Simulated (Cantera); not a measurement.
Feed: 1 mol CH₃SiH₃, 310 mol H₂, held at 2173.15 K and 2100 Pa.

These are equilibrium values from Cantera (NASA tables, ideal gas, pure condensed phases), not measurements of a reactor. Candidate condensed phases: C, C₆H₆, C₇H₈, C₈H₁₈, Si, SiC; 87 gas species. The feed counts by its element totals alone. Gases not in the tables: Si₂H₆ and higher silanes. Equilibrium is a limit: real reactors are often held back by kinetics, nucleation or transport.

Base state: H₂ 0.964, H 0.0327, Si 0.00190, C₂H₂ (acetylene) 0.00104, SiH 0.000126, Si₂C 0.000102, SiC₂ 8.08e-5, SiH₂ 3.57e-5 (mole fractions); condensed: SiC(s).

Problem. What changes in the equilibrium state with this change: pressure from 2100 Pa to 133 Pa?

Solution. 
| species | before | after |
|---|---|---|
| H₂ | 0.964 | 0.872 |
| H | 0.0327 | 0.124 |
| Si | 0.00190 | 0.00275 |
| SiH₂ | 3.57e-5 | 2.96e-6 |
| Si₂C | 0.000102 | 1.59e-5 |
| SiC(s), mol | 0.248 | 0 |
